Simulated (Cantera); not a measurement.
# Ammonia decomposition in nitride growth gas

An isothermal, constant-pressure homogeneous reactor starts with 76.3 % NH3, 23.7 % H2, at 1575 K and 0.0250 bar.

Computed with Cantera and the gas-phase N/H chemistry of the illustrative SiF4/NH3 mechanism in the Surface Chemkin manual (1991). Walls and surfaces, which speed up NH3 decomposition in real reactors, are not modelled.

```json
[
 {"t (s)": "9.00e-6", "x NH3": "0.763", "x H2": "0.237", "x N2H4": "<1e-12", "x H": "3.03e-9", "x N": "<1e-12"},
 {"t (s)": "2.82e-5", "x NH3": "0.763", "x H2": "0.237", "x N2H4": "<1e-12", "x H": "5.95e-9", "x N": "<1e-12"},
 {"t (s)": "8.83e-5", "x NH3": "0.763", "x H2": "0.237", "x N2H4": "<1e-12", "x H": "1.37e-8", "x N": "<1e-12"},
 {"t (s)": "0.000276", "x NH3": "0.763", "x H2": "0.237", "x N2H4": "<1e-12", "x H": "3.78e-8", "x N": "<1e-12"},
 {"t (s)": "0.000865", "x NH3": "0.763", "x H2": "0.237", "x N2H4": "<1e-12", "x H": "1.13e-7", "x N": "<1e-12"},
 {"t (s)": "0.00271", "x NH3": "0.763", "x H2": "0.237", "x N2H4": "6.04e-12", "x H": "3.50e-7", "x N": "<1e-12"},
 {"t (s)": "0.00849", "x NH3": "0.763", "x H2": "0.237", "x N2H4": "6.35e-11", "x H": "1.09e-6", "x N": "7.14e-12"},
 {"t (s)": "0.0266", "x NH3": "0.763", "x H2": "0.237", "x N2H4": "6.31e-10", "x H": "3.39e-6", "x N": "2.16e-10"},
 {"t (s)": "0.0832", "x NH3": "0.763", "x H2": "0.237", "x N2H4": "5.44e-9", "x H": "9.94e-6", "x N": "4.92e-9"},
 {"t (s)": "0.261", "x NH3": "0.762", "x H2": "0.237", "x N2H4": "1.32e-8", "x H": "1.56e-5", "x N": "1.71e-8"},
 {"t (s)": "0.816", "x NH3": "0.758", "x H2": "0.240", "x N2H4": "1.32e-8", "x H": "1.59e-5", "x N": "1.74e-8"},
 {"t (s)": "2.55", "x NH3": "0.746", "x H2": "0.249", "x N2H4": "1.29e-8", "x H": "1.65e-5", "x N": "1.76e-8"},
 {"t (s)": "8.00", "x NH3": "0.710", "x H2": "0.275", "x N2H4": "1.21e-8", "x H": "1.85e-5", "x N": "1.81e-8"}
]
```
x: mole fraction; the columns are a selection and need not sum to one.

Equilibrium at this temperature and pressure: NH3 3.97e-7, H2 0.783, N2H4 <1e-12, H 0.000234, N 1.11e-12 (gas phase only).
